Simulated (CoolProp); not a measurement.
Methane at 283.07 K and 3.99 MPa flows at 0.72 m/s in a round tube of 25 mm bore and 0.25 µm roughness, fully developed (64/Re and Nu = 3.66 if laminar; Colebrook and Gnielinski if turbulent). Each further row changes one setting.

The numbers come from the reference Helmholtz-energy equation of state, Setzmann 1991 in CoolProp.

```tsv
case	Reynolds number	Darcy friction factor	pressure drop (Pa/m)	heat-transfer coefficient (W/(m² K))	mass flow (kg/h)
as stated	?	0.0213	6.53	152	37.7
velocity 1.44 m/s	93300	0.0183	22.5	263	75.4
diameter 50 mm	93300	0.0183	?	131	?
```

Problem. Some entries are withheld; supply them.

Solution. 
- as stated, Reynolds number: 46600
- diameter 50 mm, pressure drop (Pa/m): 2.81
- diameter 50 mm, mass flow (kg/h): 151

Viscosity comes from a separate model (Quiñones-Cisneros 2006). Thermal conductivity comes from a separate model (Friend 1989).
